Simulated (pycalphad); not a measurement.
CALPHAD calculation (pycalphad, COST 507 light-alloy database (1999)), 1 atm. These are 1990s assessments: newer ones move some temperatures and phases.

**Question.** Which phases does Al-29 at.% Ce hold at 708 K, with what compositions and amounts?

**Answer.** AL3_CEND with 25.0 at.% Ce and AL2_CEND with 33.3 at.% Ce. The lever rule gives (29 − 25.0)/(33.3 − 25.0) = 0.48 of AL2_CEND and 0.52 of AL3_CEND.

**Question.** Which phases does Al-39 at.% Ce hold at 1271 K, with what compositions and amounts?

**Answer.** AL2_CEND with 33.3 at.% Ce and liquid with 60.3 at.% Ce. The lever rule gives (39 − 33.3)/(60.3 − 33.3) = 0.21 of liquid and 0.79 of AL2_CEND.

**Question.** Which phases does Al-38 at.% Ce hold at 542 K, with what compositions and amounts?

**Answer.** AL2_CEND with 33.3 at.% Ce and AL_CEND with 50.0 at.% Ce. The lever rule gives (38 − 33.3)/(50.0 − 33.3) = 0.28 of AL_CEND and 0.72 of AL2_CEND.

**Question.** Which phases does Al-60 at.% Ce hold at 958 K, with what compositions and amounts?

**Answer.** AL_CEND with 50.0 at.% Ce and liquid with 70.4 at.% Ce. The lever rule gives (60 − 50.0)/(70.4 − 50.0) = 0.49 of liquid and 0.51 of AL_CEND.

Database names, with the compositions (at.%) that they take in these runs: AL2_CEND: Al 67 Ce 33; AL3_CEND: Al 75 Ce 25; AL_CEND: Al 50 Ce 50.
